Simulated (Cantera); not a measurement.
Charge: 1 mol SiH2Cl2, 5.2 mol H2, at 1625 K and 18.8 Torr.

These are equilibrium values from Cantera (NASA tables, ideal gas, pure condensed phases), not measurements of a reactor. Candidate condensed phases: Si; 19 gas species. The tables' values for SiCl3, SiCl are old estimates; treat these amounts as uncertain. Equilibrium is a limit: real reactors are often held back by kinetics, nucleation or transport.

Task: What is the equilibrium state?

Result: 
- x(H2) = 0.798
- x(HCl) = 0.128
- x(SiCl2) = 0.0717
- x(SiCl3) = 0.00193
- x(H) = 0.000399
- x(SiCl4) = 0.000121
- x(SiHCl3) = 0.000117
- x(Cl) = 5.03e-5
- x(SiCl) = 4.03e-5
- n(Si(s)) = 0.468 mol
- gas amount = 7.193 mol
